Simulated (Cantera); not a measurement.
An isothermal, constant-pressure homogeneous reactor starts with NO : N2 = 1 : 7.2 (molar parts), at 2175 K and 10.00 Torr. Integrator tolerance rtol = 1e-08.

Computed with Cantera and GRI-Mech 3.0 (53 species, 325 reactions). Radical loss at walls, strong at low pressure, is not modelled.

### Question
What does this change do: pressure from 10.00 Torr to 750 Torr?

### Answer
```tsv
quantity	before	after
x(NO) at 6.00 s	0.0351 (gas-phase equilibrium 0.00667)	0.00681 (gas-phase equilibrium 0.00681)
x(O2) at 6.00 s	0.0413 (gas-phase equilibrium 0.0551)	0.0573 (gas-phase equilibrium 0.0573)
x(N2) at 6.00 s	0.920 (gas-phase equilibrium 0.933)	0.935 (gas-phase equilibrium 0.935)
x(N2O) at 6.00 s	3.96e-7 (gas-phase equilibrium 4.67e-8)	4.13e-7 (gas-phase equilibrium 4.13e-7)
x(O) at 6.00 s	0.00392 (gas-phase equilibrium 0.00471)	0.000554 (gas-phase equilibrium 0.000554)
x(NO2) at 6.00 s	2.40e-6 (gas-phase equilibrium 5.20e-7)	4.68e-6 (gas-phase equilibrium 4.68e-6)
```

### Question
What does this change do: temperature 2175 to 2125 K?

### Answer
```csv
quantity,before,after
x(NO) at 6.00 s,0.0351 (gas-phase equilibrium 0.00667),0.0629 (gas-phase equilibrium 0.00598)
x(O2) at 6.00 s,0.0413 (gas-phase equilibrium 0.0551),0.0282 (gas-phase equilibrium 0.0562)
x(N2) at 6.00 s,0.920 (gas-phase equilibrium 0.933),0.906 (gas-phase equilibrium 0.934)
x(N2O) at 6.00 s,3.96e-7 (gas-phase equilibrium 4.67e-8),1.30e-6 (gas-phase equilibrium 4.20e-8)
x(O) at 6.00 s,0.00392 (gas-phase equilibrium 0.00471),0.00241 (gas-phase equilibrium 0.00341)
x(NO2) at 6.00 s,2.40e-6 (gas-phase equilibrium 5.20e-7),3.77e-6 (gas-phase equilibrium 5.05e-7)
```
